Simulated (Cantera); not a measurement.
A perfectly stirred reactor is fed with 2.23 % CO, 1.78 % O₂, 6.95 % H₂O, 89.0 % N₂, equivalence ratio 0.62, at 1000000 Pa; it is held at 950 K, and followed from long to short residence time.

Model: GRI-Mech 3.0 (53 species, 325 reactions), integrated in Cantera.

One state of this run: x CO = 0.0207; x O₂ = 0.0170; x H₂O = 0.0695; x HO₂ = 1.78e-6; x NO = <1e-12; x N₂O = 5.18e-9. x: mole fraction; the columns are a selection and need not sum to one.

Problem. Which value of τ (s) does it belong to?
A. 2.7
B. 0.012
C. 0.26
D. 0.055

Solution. C, 0.26
